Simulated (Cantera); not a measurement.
An adiabatic, constant-pressure homogeneous reactor starts with H₂ : O₂ : N₂ = 1 : 1.39 : 12.9 (molar parts), equivalence ratio 0.36, at 1625 K and 750 Torr. Integrator tolerance rtol = 1e-08.

Detailed kinetics in Cantera: the H2/O2 subset of GRI-Mech 3.0, which has no nitrogen chemistry.

Q: What does this change do: pressure from 750 Torr to 450 Torr?

A: 
```tsv
quantity	before	after
time of steepest temperature rise	22.0 µs	35.8 µs
temperature at 1.00 s	2075 K	2073 K
equilibrium temperature	2075 K	2073 K
x(H₂) at 1.00 s	0.000136 (gas-phase equilibrium 0.000136)	0.000173 (gas-phase equilibrium 0.000173)
x(O₂) at 1.00 s	0.0596 (gas-phase equilibrium 0.0596)	0.0596 (gas-phase equilibrium 0.0596)
x(HO₂) at 1.00 s	1.20e-6 (gas-phase equilibrium 1.20e-6)	1.05e-6 (gas-phase equilibrium 1.05e-6)
x(OH) at 1.00 s	0.00174 (gas-phase equilibrium 0.00174)	0.00195 (gas-phase equilibrium 0.00195)
x(H) at 1.00 s	3.13e-5 (gas-phase equilibrium 3.13e-5)	4.50e-5 (gas-phase equilibrium 4.50e-5)
x(H₂O) at 1.00 s	0.0665 (gas-phase equilibrium 0.0665)	0.0664 (gas-phase equilibrium 0.0664)
```
